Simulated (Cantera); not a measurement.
A closed system holds: 1 mol Si, 0.64 mol Br2, 37 mol H2, 1.9 mol HBr, held at 850 K and 74000 Pa.

Method: chemical equilibrium by Gibbs-energy minimisation in Cantera with the NASA 1993 tables (ideal gas, pure condensed phases). Candidate condensed phases: Br2, Si; 19 gas species. The tables' values for SiBr3 are old estimates; treat these amounts as uncertain. Kinetics and transport are ignored.

Base state: H2 0.975, SiBr4 0.0165, HBr 0.00391, SiHBr3 0.00380, SiH2Br2 0.000412, SiH3Br 1.57e-5, SiBr3 1.36e-5, SiBr2 1.07e-5 (mole fractions); condensed: Si(s).

Problem. What changes in the equilibrium state with this change: HBr from 1.9 to 6 mol?

Solution. 
```csv
species,before,after
H2,0.975,0.899
HBr,0.00391,0.0772
SiBr4,0.0165,0.0232
SiH3Br,1.57e-5,2.26e-9
SiH2Br2,0.000412,1.27e-6
SiBr2,1.07e-5,3.58e-8
SiHBr3,0.00380,0.000250
SiBr3,1.36e-5,9.31e-7
"Si(s), mol",0.197,0
```
